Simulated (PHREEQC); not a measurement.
Consider water at 40 °C with 0.089 mol/kgw HF, 0.043 mol/kgw (NH4)2SiF6, 0.029 mol/kgw H3BO3 and 0.0032 mol/kgw HCl. Closed to the air; pH follows from the charge balance.

Model: ion-association model, wateq4f.dat, run in PHREEQC.

```csv
quantity,before,after
pH,1.73,1.77
ionic strength (mol/kgw),0.150,0.141
SiF6-2 (mol/kgw),0.0410,0.0345
HF (mol/kgw),0.00802,0.00595
H4SiO4 (mol/kgw),0.00197,0.00851
F- (mol/kgw),0.000311,0.000251
SI of SiO2(a) (SiO2),-0.09,+0.54
```

### Question
Name the change that produced these shifts.
A. temperature from 40 to 55 °C
B. 0.12 mol/kgw H2SO4 added
C. H3BO3 from 0.029 to 0.058 mol/kgw
D. 0.0022 mol/kgw NaHCO3 added
E. H3BO3 left out

### Answer
C, H3BO3 from 0.029 to 0.058 mol/kgw

Precipitation was switched off in this run. Some of these states are supersaturated (in Quartz (slow to form), Chalcedony (slow to form), SiO2(a), for instance). At this temperature some constants are extrapolated from 25 °C, and those without enthalpy data are left unchanged. SiF6-2 is the database's only silicon fluoride. Real BF4- forms and hydrolyses slowly; the run takes it at equilibrium.
